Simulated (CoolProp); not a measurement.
A single-stage vapour-compression cycle with the fluid: evaporating at 242.15 K (dew point), condensing at 312.15 K (bubble point), superheat 8 K, subcooling 0 K, compressor efficiency 0.65, no pressure losses. The same conditions are run with several fluids, on thermodynamics alone (safety and materials aside).

The numbers come from the reference Helmholtz-energy equation of state of each fluid (R404A: Lemmon 2003; cis-2-butene: Lemmon 2005; hydrogen sulfide: Lemmon 2006; carbonyl sulfide: Lemmon 2006; R245fa: Akasaka 2015; R115: Lemmon 2016) in CoolProp. Blends and air are pseudo-pure fits.

```
fluid             cooling COP  pressure ratio  discharge temperature (K)  refrigerating effect (kJ/kg)  volumetric capacity (kJ/m³)
----------------  -----------  --------------  -------------------------  ----------------------------  ---------------------------
R404A                    1.35            9.21                      350.6                          97.1                          944
cis-2-butene             1.73            15.2                      372.5                           305                          179
hydrogen sulfide         1.58            7.63                      484.3                           368                         2330
carbonyl sulfide         1.64            7.84                      437.2                           210                         1440
R245fa                   1.65            23.4                      350.4                           137                         92.3
R115                     1.25            8.89                      327.3                          54.5                          614
```
